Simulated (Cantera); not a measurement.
Adiabatic ignition

An adiabatic, constant-pressure homogeneous reactor starts with CH₄ : H₂ : O₂ : N₂ : CO₂ = 1 : 0.38 : 0.91 : 8.85 : 1.6 (molar parts), equivalence ratio 2.4, at 1425 K and 1.01 bar.

Model: GRI-Mech 3.0 (53 species, 325 reactions), integrated in Cantera.

| t (s) | T (K) | x CH₄ | x H₂ | x O₂ | x C₂H | x CH₂O | x NO₂ | x NO |
|---|---|---|---|---|---|---|---|---|
| 4.00e-6 | 1425 | 0.0785 | 0.0298 | 0.0714 | <1e-12 | 2.81e-10 | <1e-12 | <1e-12 |
| 1.14e-5 | 1425 | 0.0785 | 0.0298 | 0.0714 | <1e-12 | 2.75e-9 | <1e-12 | <1e-12 |
| 3.24e-5 | 1425 | 0.0785 | 0.0298 | 0.0714 | <1e-12 | 2.75e-8 | <1e-12 | <1e-12 |
| 9.24e-5 | 1425 | 0.0785 | 0.0298 | 0.0714 | <1e-12 | 3.54e-7 | <1e-12 | <1e-12 |
| 0.000263 | 1425 | 0.0784 | 0.0298 | 0.0714 | <1e-12 | 8.74e-6 | <1e-12 | <1e-12 |
| 0.000750 | 1431 | 0.0770 | 0.0295 | 0.0706 | <1e-12 | 0.000200 | <1e-12 | 3.45e-12 |
| 0.00213 | 1491 | 0.0641 | 0.0322 | 0.0617 | 2.63e-10 | 0.000974 | 3.89e-12 | 1.37e-10 |
| 0.00608 | 1858 | 0.00327 | 0.0461 | 9.45e-6 | 2.23e-7 | 6.87e-6 | 1.07e-12 | 8.58e-7 |
| 0.0173 | 1841 | 0.00185 | 0.0448 | 2.22e-8 | 1.53e-7 | 3.80e-6 | 1.28e-12 | 1.26e-6 |
| 0.0493 | 1830 | 0.00122 | 0.0513 | 1.77e-8 | 5.98e-8 | 1.75e-6 | 1.97e-12 | 2.42e-6 |
| 0.140 | 1820 | 0.000450 | 0.0572 | 1.40e-8 | 8.27e-9 | 4.40e-7 | 3.27e-12 | 4.86e-6 |
| 0.400 | 1817 | 9.99e-6 | 0.0591 | 1.33e-8 | 5.37e-11 | 1.16e-8 | 5.82e-12 | 9.17e-6 |
x: mole fraction; the columns are a selection and need not sum to one.

The time of steepest temperature rise is 2.95 ms, the temperature at 0.400 s is 1817 K and the equilibrium temperature is 1817 K. The x(CH₄) at 0.400 s is 9.99e-6 (gas-phase equilibrium 4.44e-11) and the x(H₂) at 0.400 s is 0.0591 (gas-phase equilibrium 0.0591). The x(O₂) at 0.400 s is 1.33e-8 (gas-phase equilibrium 1.44e-8).
